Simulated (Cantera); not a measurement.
A closed system holds: 1 mol Fe(CO)5, 0.054 mol CO, 64 mol N2, at 1598 K and 101000 Pa.

Equilibrium computed with Cantera from the NASA thermochemical tables; the gas is ideal and each condensed phase is pure. Candidate condensed phases: C, Fe, Fe(CO)5, FeO, Fe2O3, Fe3O4; 27 gas species. The numbers say what is thermodynamically allowed, not how fast it happens.

Base state: N2 0.927, CO 0.0732 (mole fractions); condensed: Fe(γ).

**Question.** What changes in the equilibrium state with this change: Fe(CO)5 replaced by Pb?

**Answer.** 
| species | before | after |
|---|---|---|
| N2 | 0.927 | 0.984 |
| Pb | 0 | 0.0154 |
| CO | 0.0732 | 0.000830 |
| Fe(γ), mol | 1.000 | 0 |
Further candidate phases: Pb, PbO, PbO2, Pb3O4.
